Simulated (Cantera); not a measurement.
Feed: 1 mol C₃H₈, 0.062 mol H₂O, 9.7 mol N₂, 0.41 mol H₂, held at 2023 K and 7700 Pa.

Equilibrium computed with Cantera from the NASA thermochemical tables; the gas is ideal and each condensed phase is pure. Candidate condensed phases: C, C₆H₆, C₇H₈, C₈H₁₈, H₂O; 136 gas species. The numbers say what is thermodynamically allowed, not how fast it happens.

Base state: N₂ 0.676, H₂ 0.308, HCN 0.00735, CO 0.00435, H 0.00380, HNC 0.000436, C₂H₂ (acetylene) 0.000275 (mole fractions); condensed: C(graphite).

Problem. What changes in the equilibrium state with this change: C₃H₈ replaced by CO?

Solution. 
| species | before | after |
|---|---|---|
| N₂ | 0.676 | 0.868 |
| CO | 0.00435 | 0.0876 |
| H₂ | 0.308 | 0.0379 |
| CO₂ | <1e-9 | 0.00183 |
| HNC | 0.000436 | 1.28e-9 |
| HCN | 0.00735 | 2.16e-8 |
| H₂O | 1.10e-8 | 0.00370 |
| C₂H₂ (acetylene) | 0.000275 | <1e-9 |
| C(graphite), mol | 2.82 | 0 |

Problem. What changes in the equilibrium state with this change: temperature from 2023 K to 948 K?

Solution. 
```
species             before    after
----------------  --------  -------
N₂                   0.676    0.682
H₂                   0.308    0.312
CO                 0.00435  0.00426
HCN                0.00735  9.94e-7
H                  0.00380  1.06e-9
HNC               0.000436    <1e-9
C₂H₂ (acetylene)  0.000275    <1e-9
H₂O                1.10e-8  9.90e-5
C(graphite), mol      2.82     2.92
```
